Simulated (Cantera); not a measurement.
Charge: 1 mol C2F6, 0.041 mol CH4, 8.7 mol H2, held at 2598 K and 23.0 Pa.

Method: chemical equilibrium by Gibbs-energy minimisation in Cantera with the NASA 1993 tables (ideal gas, pure condensed phases). Candidate condensed phases: C, C6H6, C7H8, C8H18; 95 gas species. The feed counts by its element totals alone. Kinetics and transport are ignored.

Base state: H 0.580, HF 0.342, H2 0.0534, F 0.00992, C3 0.00936, C 0.00264, C2 0.000878, C2H2 (acetylene) 0.000858 (mole fractions); condensed: C(graphite).

Q: What changes in the equilibrium state with this change: C2F6 replaced by CF4?

A: 
```json
[
 {"species": "H", "before": "0.580", "after": "0.673"},
 {"species": "HF", "before": "0.342", "after": "0.234"},
 {"species": "H2", "before": "0.0534", "after": "0.0719"},
 {"species": "F", "before": "0.00992", "after": "0.00585"},
 {"species": "CF", "before": "0.000433", "after": "0.000255"},
 {"species": "C2H2 (acetylene)", "before": "0.000858", "after": "0.00116"},
 {"species": "CH", "before": "8.95e-6", "after": "1.04e-5"},
 {"species": "C(graphite), mol", "before": "1.42", "after": "0.421"}
]
```

Q: What changes in the equilibrium state with this change: 0.91 mol Cl2 added?

A: 
```csv
species,before,after
H,0.580,0.526
HF,0.342,0.309
Cl,0,0.0866
HCl,0,0.0103
H2,0.0534,0.0438
C2H2 (acetylene),0.000858,0.000705
C2H,0.000818,0.000741
F,0.00992,0.00990
CF,0.000433,0.000432
"C(graphite), mol",1.42,1.36
```

Q: What changes in the equilibrium state with this change: pressure from 23.0 Pa to 2.90 Pa?

A: 
```json
[
 {"species": "H", "before": "0.580", "after": "0.636"},
 {"species": "HF", "before": "0.342", "after": "0.255"},
 {"species": "F", "before": "0.00992", "after": "0.0535"},
 {"species": "H2", "before": "0.0534", "after": "0.00809"},
 {"species": "C", "before": "0.00264", "after": "0.0149"},
 {"species": "C3", "before": "0.00936", "after": "0.0268"},
 {"species": "C2H2 (acetylene)", "before": "0.000858", "after": "6.60e-5"},
 {"species": "C2", "before": "0.000878", "after": "0.00353"},
 {"species": "CF", "before": "0.000433", "after": "0.00166"},
 {"species": "C4", "before": "8.49e-6", "after": "1.73e-5"},
 {"species": "C(graphite), mol", "before": "1.42", "after": "0"}
]
```
